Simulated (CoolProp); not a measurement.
The numbers come from the reference Helmholtz-energy equation of state, Thol 2015 in CoolProp.

Task: Give the vapour pressure (kPa), liquid cp (kJ/(kg K)), surface tension (mN/m) of saturated octamethylcyclotetrasiloxane (D4) at 482.6, 501.1 K.

Result: 
```json
[
 {"T (K)": "482.6", "p (kPa)": "222", "liquid cp (kJ/(kg K))": "2.09", "surface tension (mN/m)": "5.26"},
 {"T (K)": "501.1", "p (kPa)": "323", "liquid cp (kJ/(kg K))": "2.15", "surface tension (mN/m)": "4.15"}
]
```

Surface tension comes from a separate correlation (Mulero 2014), older than this fluid's equation and unchecked against measurements.
